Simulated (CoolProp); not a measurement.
Vapour-liquid equilibrium of propane (1) + R113 (2) at 4.63 bar; x and y are mole fractions of (1).

The numbers come from the multi-fluid Helmholtz-energy mixture model, Lemmon 2009 and Marx 1992; pair parameters Bell 2016 in CoolProp.

```
x     bubble temperature, mixture model (°C)  bubble temperature, Raoult's law (°C)  y, mixture model  y, Raoult's law
----  --------------------------------------  -------------------------------------  ----------------  ---------------
0.05                                    87.4                                   85.4             0.311            0.374
0.2                                     52.9                                   53.1             0.763            0.791
0.35                                    32.9                                   34.5             0.896            0.910
0.5                                     20.9                                   22.2             0.946            0.957
0.65                                    12.7                                   13.3             0.970            0.979
0.8                                      6.4                                    6.4             0.985            0.991
0.95                                     0.9                                    0.8             0.997            0.998
```

The largest gap from Raoult's law is +2.0 K in bubble temperature, at x = 0.05. No azeotrope shows between x = 0.05 and 0.95.

Pair parameters are fitted to limited data, so mixtures are less certain than the pure fluids. The gap from Raoult's law changes sign with composition, which may be real or a fault of the pair parameters; it wasn't checked against measurements.
